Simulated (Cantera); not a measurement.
## Catalytic combustion on Pt

An isothermal plug-flow reactor at 1100 K and 3.20 bar (inlet), inlet velocity 0.071 m/s, active area per volume 2100 1/m; feed CH₄ : O₂ : N₂ = 0.0027 : 0.019 : 0.79 (molar parts).

Computed with Cantera and Deutschmann's 1995 Pt surface mechanism with GRI-Mech 3.0 gas chemistry. Catalytic surfaces can have several steady states; this one follows from the mechanism file's or the stated starting coverage. Mass transfer to the wall is taken as infinitely fast.

```json
[
 {"z (m)": "0.00012", "x CH₄": "0.00139", "x O₂": "0.0196", "x H₂O": "0.00386", "x CO₂": "0.00192", "x CO": "1.26e-6", "θ free Pt": "0.339", "θ O*": "0.660", "θ OH*": "0.00172"},
 {"z (m)": "0.00026", "x CH₄": "0.000479", "x O₂": "0.0177", "x H₂O": "0.00567", "x CO₂": "0.00283", "x CO": "4.39e-7", "θ free Pt": "0.343", "θ O*": "0.655", "θ OH*": "0.00209"},
 {"z (m)": "0.00057", "x CH₄": "4.24e-5", "x O₂": "0.0169", "x H₂O": "0.00654", "x CO₂": "0.00326", "x CO": "4.16e-8", "θ free Pt": "0.346", "θ O*": "0.652", "θ OH*": "0.00225"},
 {"z (m)": "0.0012", "x CH₄": "2.98e-7", "x O₂": "0.0168", "x H₂O": "0.00663", "x CO₂": "0.00331", "x CO": "2.15e-9", "θ free Pt": "0.346", "θ O*": "0.652", "θ OH*": "0.00226"},
 {"z (m)": "0.0026", "x CH₄": "7.66e-11", "x O₂": "0.0168", "x H₂O": "0.00663", "x CO₂": "0.00331", "x CO": "9.55e-10", "θ free Pt": "0.346", "θ O*": "0.652", "θ OH*": "0.00226"},
 {"z (m)": "0.0057", "x CH₄": "2.89e-11", "x O₂": "0.0168", "x H₂O": "0.00664", "x CO₂": "0.00331", "x CO": "7.30e-10", "θ free Pt": "0.346", "θ O*": "0.652", "θ OH*": "0.00226"},
 {"z (m)": "0.012", "x CH₄": "5.12e-12", "x O₂": "0.0168", "x H₂O": "0.00664", "x CO₂": "0.00332", "x CO": "5.15e-10", "θ free Pt": "0.346", "θ O*": "0.652", "θ OH*": "0.00226"}
]
```
x: gas mole fraction; θ: surface coverage.
